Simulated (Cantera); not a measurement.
A freely propagating, adiabatic, planar premixed flame of CH4 : O2 : N2 = 0.79 : 2.82 : 10.6 (molar parts), equivalence ratio 0.56, unburnt at 350 K and 0.188 atm; mixture-averaged transport, grid criteria slope 0.08 and curve 0.16, no radiation.

Model: GRI-Mech 3.0 (53 species, 325 reactions), integrated in Cantera. Burning velocities carry a grid error of a few per cent, more on coarse grids.

x: mole fraction of selected species; z is measured from the peak of heat release.

```
z (mm)  T (K)  u (m/s)     x CH4    x O2    x H      x CO    x HCN       x O
------  -----  -------  --------  ------  -----  --------  -------  --------
-8.94     350    0.274    0.0556   0.198  <1e-8   2.86e-6    <1e-8     <1e-8
-5.96     352    0.276    0.0554   0.198  <1e-8   3.33e-5    <1e-8     <1e-8
-4.47     361    0.283    0.0549   0.198  <1e-8  0.000164    <1e-8     <1e-8
-2.98     420    0.330    0.0518   0.194  <1e-8   0.00120    <1e-8   1.74e-8
-1.49     732    0.579    0.0359   0.169      ?   0.00798    <1e-8   3.45e-6
-0.745   1029    0.818    0.0199   0.143      ?    0.0156  1.99e-8   6.45e-5
0        1309     1.04   0.00480   0.113      ?    0.0215  3.48e-8  0.000788
0.745    1421     1.13  0.000366  0.0973      ?    0.0171  2.34e-8   0.00265
1.49     1461     1.16   1.78e-5  0.0923      ?    0.0112    <1e-8   0.00335
2.98     1510     1.19   4.57e-8  0.0892      ?   0.00521    <1e-8   0.00311
5.96     1562     1.23     <1e-8  0.0877      ?   0.00218    <1e-8   0.00211
11.9     1601     1.26     <1e-8  0.0872      ?  0.000999    <1e-8   0.00102
23.8     1622     1.27     <1e-8  0.0872      ?  0.000374    <1e-8  0.000363
```

Q: Fill in the missing entries.

A: 
- -1.49, x H: 3.29e-5
- -0.745, x H: 0.000281
- 0, x H: 0.00111
- 0.745, x H: 0.00197
- 1.49, x H: 0.00221
- 2.98, x H: 0.00184
- 5.96, x H: 0.000973
- 11.9, x H: 0.000311
- 23.8, x H: 6.48e-5
